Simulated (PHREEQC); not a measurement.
Consider water at 20 °C with 0.001 mol CuCl2, 0.0015 mol HNO3 and 0.00053 mol NaCl per kg of water. Closed to the air; pH follows from the charge balance.

Model: ion-association model, phreeqc.dat, run in PHREEQC.

```csv
quantity,before,after
pH,2.85,3.83
CuCl+ (mol/kgw),3.95e-6,4.80e-8
CuOH+ (mol/kgw),5.74e-9,6.34e-9
SI of Halite (NaCl),-7.50,-9.46
```

Task: What was changed between the two runs?
(A) CuCl2 from 0.001 to 0.0015 mol/kgw
(B) NaCl from 0.00053 to 0.000106 mol/kgw
(C) CuCl2 from 0.001 to 0.0005 mol/kgw
(D) HNO3 left out
(E) diluted 10-fold with water

Result: E, diluted 10-fold with water

Precipitation was switched off in this run.
